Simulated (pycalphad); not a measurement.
An equivalent pycalphad script:

```python
from pycalphad import Database, equilibrium, calculate, variables as v
import numpy as np
db = Database('COST507.tdb')
comps = ['SI', 'AL', 'MN', 'VA']
phases = ['AL11MN4', 'AL12MN', 'AL4MN', 'AL6MN', 'AL8MN5_D810', 'ALMNSI_ALPHA', 'ALMNSI_BETA', 'ALMNSI_DELTA', 'BCC_A2', 'CBCC_A12', 'CUB_A13', 'DIAMOND_A4', 'FCC_A1', 'HCP_A3', 'LIQUID', 'MN11SI19', 'MN3SI', 'MN5SI3', 'MN6SI', 'MN9SI2', 'MNSI']
eq = equilibrium(db, comps, phases, {v.X('AL'): 0.779, v.X('MN'): 0.085, v.T: np.arange(2350, 499, -100), v.P: 101325, v.N: 1}, output=['HM', 'SM'])
```

CALPHAD calculation (pycalphad, COST 507 light-alloy database (1999)), 1 atm. No gas phase is included, though pure Mn would boil below 2350 K. The database dates from 1999; later assessments differ in places, in temperatures and in the compounds included. Phase fractions are per mole of atoms.

Results at three of the temperatures:

```
T = 1550.00 K, P = 101325 Pa, N = 1 mol of atoms
G = -96628 J/mol, H = 46328 J/mol, S = 92.23 J/(mol K)  (SER reference)
chemical potentials (J/mol): Si -97126, Al -90070, Mn -155927
phase             fraction      x(Si)      x(Al)      x(Mn)
LIQUID              1.0000     0.1360     0.7790     0.0850
```

```
T = 1150.00 K, P = 101325 Pa, N = 1 mol of atoms
G = -61570 J/mol, H = 33442 J/mol, S = 82.62 J/(mol K)  (SER reference)
chemical potentials (J/mol): Si -56084, Al -56182, Mn -119731
phase             fraction      x(Si)      x(Al)      x(Mn)
LIQUID              1.0000     0.1360     0.7790     0.0850
```

```
T = 550.00 K, P = 101325 Pa, N = 1 mol of atoms
G = -26383 J/mol, H = -4683 J/mol, S = 39.45 J/(mol K)  (SER reference)
chemical potentials (J/mol): Si -12177, Al -17723, Mn -128475
phase             fraction      x(Si)      x(Al)      x(Mn)
ALMNSI_ALPHA        0.4887     0.1213     0.7047     0.1739
FCC_A1              0.4347   0.000374     0.9996   8.31e-07
DIAMOND_A4          0.0765     1.0000   1.45e-10       none
```

Changes of the phase set, refined by bisection:

```csv
T (K),phases above,phases below
1127.0,liquid,ALMNSI_BETA + liquid
1008.6,ALMNSI_BETA + liquid,ALMNSI_ALPHA + ALMNSI_BETA + liquid
1006.0,ALMNSI_ALPHA + ALMNSI_BETA + liquid,ALMNSI_ALPHA + liquid
883.0,ALMNSI_ALPHA + liquid,ALMNSI_ALPHA + diamond (Si) + liquid
849.6,ALMNSI_ALPHA + diamond (Si) + liquid,ALMNSI_ALPHA + diamond (Si) + fcc
```

Database names, with the compositions (at.%) that they take in these runs: ALMNSI_BETA: Al 62 Mn 23 Si 15; ALMNSI_ALPHA: Al 70 Mn 17 Si 12. FCC_A1 is fcc; DIAMOND_A4 is diamond (Si). An entry "none" or "no" means that the model of the phase leaves that element out.
